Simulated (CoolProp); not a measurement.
Properties of dodecamethylpentasiloxane (MD3M) along the isotherm 102.15 °C (Tc = 354.9 °C, pc = 0.9540 MPa, ω = 0.730).

Model: reference Helmholtz-energy equation of state, Thol 2019, in CoolProp.

```
p (MPa)   phase  cp (kJ/(kg K))  cv (kJ/(kg K))  expansivity (1/kK)  fugacity coefficient
-------  ------  --------------  --------------  ------------------  --------------------
0.00754  liquid           1.883           1.625               1.254                0.1719
0.0114   liquid           1.883           1.625               1.254                0.1138
0.0172   liquid           1.883           1.625               1.254               0.07546
0.0259   liquid           1.883           1.625               1.253               0.05018
0.0391   liquid           1.883           1.625               1.253               0.03331
0.0589   liquid           1.883           1.625               1.252               0.02218
0.0889   liquid           1.883           1.625               1.252               0.01476
0.134    liquid           1.883           1.625               1.251              0.009863
0.202    liquid           1.883           1.625               1.249              0.006612
0.305    liquid           1.883           1.625               1.246              0.004450
0.46     liquid           1.882           1.625               1.242              0.003022
0.695    liquid           1.882           1.625               1.237              0.002074
1.05     liquid           1.881           1.625               1.228              0.001451
1.58     liquid           1.880           1.625               1.216              0.001046
2.38     liquid           1.879           1.625               1.198             0.0007860
```
